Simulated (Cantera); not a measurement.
Diamond growth

A diamond (100) surface in a fixed gas of H2 with x(CH4) = 0.015, x(CH3) = 1.3e-05, at 1273 K, 27.0 Torr; coverages are run to steady state.

Cantera simulation using the Harris–Goodwin 1993 mechanism for the reconstructed diamond (100) surface; the numbers are that mechanism's predictions, not measurements.

```json
[
 {"x(H)": "0.0001", "growth (µm/h)": "0.00325", "θ c6HH": "0.647", "θ c6H*": "0.0286", "θ c6*H": "0.320", "θ c6**": "0.00448"},
 {"x(H)": "0.00025", "growth (µm/h)": "0.0126", "θ c6HH": "0.530", "θ c6H*": "0.0376", "θ c6*H": "0.421", "θ c6**": "0.0117"},
 {"x(H)": "0.0006", "growth (µm/h)": "0.0295", "θ c6HH": "0.459", "θ c6H*": "0.0426", "θ c6*H": "0.477", "θ c6**": "0.0217"},
 {"x(H)": "0.0015", "growth (µm/h)": "0.0521", "θ c6HH": "0.420", "θ c6H*": "0.0450", "θ c6*H": "0.503", "θ c6**": "0.0314"},
 {"x(H)": "0.0036", "growth (µm/h)": "0.0787", "θ c6HH": "0.403", "θ c6H*": "0.0459", "θ c6*H": "0.513", "θ c6**": "0.0375"},
 {"x(H)": "0.0089", "growth (µm/h)": "0.122", "θ c6HH": "0.396", "θ c6H*": "0.0463", "θ c6*H": "0.517", "θ c6**": "0.0407"},
 {"x(H)": "0.022", "growth (µm/h)": "0.200", "θ c6HH": "0.392", "θ c6H*": "0.0465", "θ c6*H": "0.519", "θ c6**": "0.0422"},
 {"x(H)": "0.053", "growth (µm/h)": "0.312", "θ c6HH": "0.391", "θ c6H*": "0.0468", "θ c6*H": "0.519", "θ c6**": "0.0428"},
 {"x(H)": "0.13", "growth (µm/h)": "0.437", "θ c6HH": "0.391", "θ c6H*": "0.0474", "θ c6*H": "0.519", "θ c6**": "0.0433"}
]
```
θ: site fractions in the mechanism's names (c6HH fully hydrogenated, c6H* and c6*H radical sites, c6** diradical, c6HM methylated).
